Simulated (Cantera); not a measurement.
A perfectly stirred reactor is fed with CH₄ : H₂ : O₂ : N₂ : H₂O = 1 : 0.1 : 1.21 : 4.53 : 0.18 (molar parts), at 3750 Torr; it is adiabatic with a 700 K inlet, and is followed from long to short residence time, starting on the burning branch (τ in s: 0.058, 0.024, 0.0095, 0.0039, 0.0016, 0.00063, 0.00026, 0.0001, 4.2e-05, 1.7e-05).

Computed with Cantera and GRI-Mech 3.0 (53 species, 325 reactions).

x: mole fraction; the columns are a selection and need not sum to one.

| τ (s) | T (K) | x CH₄ | x H₂ | x O₂ | x NO | x NO₂ | x O | x HCN |
|---|---|---|---|---|---|---|---|---|
| 0.058 | 2050 | 0.00161 | 0.112 | 9.11e-5 | 3.06e-5 | 1.22e-10 | 2.32e-7 | 3.32e-5 |
| 0.024 | 2055 | 0.00266 | 0.107 | 0.000206 | 2.90e-5 | 1.78e-10 | 3.69e-7 | 4.89e-5 |
| 0.0095 | 2061 | 0.00406 | 0.101 | 0.000475 | 2.40e-5 | 2.59e-10 | 6.79e-7 | 5.82e-5 |
| 0.0039 | 2064 | (withheld) | 0.0933 | (withheld) | (withheld) | 3.72e-10 | (withheld) | 5.93e-5 |
| 0.0016 | 2061 | 0.00759 | 0.0855 | 0.00225 | 1.34e-5 | 5.34e-10 | 2.71e-6 | 5.34e-5 |
| 0.00063 | 2041 | (withheld) | (withheld) | (withheld) | (withheld) | 7.55e-10 | (withheld) | (withheld) |
| 0.00026 | 1980 | 0.0153 | 0.0692 | 0.0124 | 2.94e-6 | 9.25e-10 | 1.24e-5 | 1.66e-5 |
| 0.00010 | 700 | 0.142 | 0.0142 | 0.172 | <1e-12 | <1e-12 | <1e-12 | <1e-12 |
| 4.2e-5 | 700 | 0.142 | 0.0142 | 0.172 | <1e-12 | <1e-12 | <1e-12 | <1e-12 |
| 1.7e-5 | 700 | 0.142 | 0.0142 | 0.172 | <1e-12 | <1e-12 | <1e-12 | <1e-12 |

Task: What belongs in the gaps?

Result: 
- 0.0039, x CH₄: 0.00567
- 0.0039, x O₂: 0.00104
- 0.0039, x NO: 1.86e-5
- 0.0039, x O: 1.32e-6
- 0.00063, x CH₄: 0.0103
- 0.00063, x H₂: 0.0775
- 0.00063, x O₂: 0.00507
- 0.00063, x NO: 8.01e-6
- 0.00063, x O: 5.93e-6
- 0.00063, x HCN: 3.91e-5
